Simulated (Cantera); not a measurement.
An isothermal, constant-pressure homogeneous reactor starts with CO : O2 : H2O : N2 = 0.0025 : 0.013 : 0.0014 : 1 (molar parts), at 1275 K and 0.120 bar. Integrator tolerance rtol = 1e-08.

Cantera simulation using GRI-Mech 3.0 (53 species, 325 reactions); the numbers are that mechanism's predictions, not measurements.

What does this change do: temperature 1275 to 1425 K?


```json
[
 {"quantity": "x(CO) at 3.00 s", "before": "3.06e-7 (gas-phase equilibrium 6.12e-9)", "after": "8.00e-7 (gas-phase equilibrium 1.00e-7)"},
 {"quantity": "x(O2) at 3.00 s", "before": "0.0116 (gas-phase equilibrium 0.0115)", "after": "0.0116 (gas-phase equilibrium 0.0115)"},
 {"quantity": "x(H2O) at 3.00 s", "before": "0.00138 (gas-phase equilibrium 0.00138)", "after": "0.00137 (gas-phase equilibrium 0.00138)"},
 {"quantity": "x(HO2) at 3.00 s", "before": "4.99e-9 (gas-phase equilibrium 2.30e-10)", "after": "4.69e-9 (gas-phase equilibrium 8.61e-10)"},
 {"quantity": "x(H) at 3.00 s", "before": "1.31e-8 (gas-phase equilibrium 9.72e-11)", "after": "5.63e-8 (gas-phase equilibrium 3.11e-9)"},
 {"quantity": "x(NO) at 3.00 s", "before": "2.67e-7 (gas-phase equilibrium 8.83e-5)", "after": "9.18e-7 (gas-phase equilibrium 0.000218)"},
 {"quantity": "x(O) at 3.00 s", "before": "9.21e-7 (gas-phase equilibrium 3.48e-8)", "after": "3.00e-6 (gas-phase equilibrium 4.32e-7)"}
]
```
